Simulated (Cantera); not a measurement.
# Premixed flame

A freely propagating, adiabatic, planar premixed flame of H₂ : O₂ : N₂ : H₂O = 1 : 0.505 : 1.9 : 0.053 (molar parts), equivalence ratio 0.99, unburnt at 625 K and 37000 Pa; mixture-averaged transport, grid criteria slope 0.08 and curve 0.16, no radiation.

Detailed kinetics in Cantera: the H2/O2 subset of GRI-Mech 3.0, which has no nitrogen chemistry. Burning velocities carry a grid error of a few per cent, more on coarse grids.

```
z (mm)  T (K)  u (m/s)    x H₂    x O₂     x HO₂       x O   x H₂O      x OH
------  -----  -------  ------  ------  --------  --------  ------  --------
-5.25     625     7.26   0.289   0.146     <1e-8     <1e-8  0.0153     <1e-8
-3.50     625     7.26   0.289   0.146     <1e-8     <1e-8  0.0153     <1e-8
-2.62     625     7.26   0.289   0.146     <1e-8     <1e-8  0.0153     <1e-8
-1.75     625     7.26   0.289   0.146   2.46e-7     <1e-8  0.0153     <1e-8
-0.875    631     7.33   0.288   0.146  0.000107   5.61e-6  0.0157   2.47e-5
-0.437    767     8.78   0.264   0.142   9.21e-5  0.000272  0.0279  0.000488
0        1181     13.1   0.144  0.0986   3.83e-5   0.00700   0.121   0.00377
0.437    1476     16.1  0.0567  0.0430   1.48e-5    0.0145   0.218    0.0101
0.875    1608     17.4  0.0486  0.0340   1.02e-5    0.0149   0.235    0.0130
1.75     1757     18.8  0.0487  0.0302   7.53e-6    0.0134   0.244    0.0158
3.50     1916     20.3  0.0473  0.0265   5.43e-6    0.0112   0.255    0.0180
7.00     2075     21.7  0.0438  0.0225   3.79e-6   0.00853   0.269    0.0191
14.0     2224     23.0  0.0383  0.0186   2.70e-6   0.00593   0.284    0.0187
```
x: mole fraction of selected species; z is measured from the peak of heat release.

The laminar burning velocity is 726 cm/s and the thermal thickness is 1.75 mm. The peak x(HO₂) comes out as 0.000129, the peak x(O) is 0.0150 and the peak x(OH) is 0.0191. The grid points is 135.
